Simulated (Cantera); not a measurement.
Charge: 1 mol SiC, 0.015 mol CO2, 230 mol N2, 0.0038 mol O2, held at 7.50 Torr.

These are equilibrium values from Cantera (NASA tables, ideal gas, pure condensed phases), not measurements of a reactor. Candidate condensed phases: C, Si, SiC, SiO2, Si2N2O, Si3N4; 34 gas species. N2 is the only nitrogen source here; it is nearly inert below about 1500 K, so the nitride shown seldom forms there in practice. Mutual solubility and eutectic melting of coexisting phases are not modelled. The numbers say what is thermodynamically allowed, not how fast it happens. All values below are at 1077 °C.

Base state: N2 1.000, CO 0.000104 (mole fractions); condensed: C(graphite) + Si2N2O(s) + Si3N4(s).

What changes in the equilibrium state with this change: pressure from 7.50 Torr to 1200 Torr?


| species | before | after |
|---|---|---|
| N2 | 1.000 | 1.000 |
| CO | 0.000104 | 3.52e-6 |
| C(graphite), mol | 0.991 | 1.01 |
| Si2N2O(s), mol | 0.0138 | 0.0368 |
| Si3N4(s), mol | 0.324 | 0.309 |
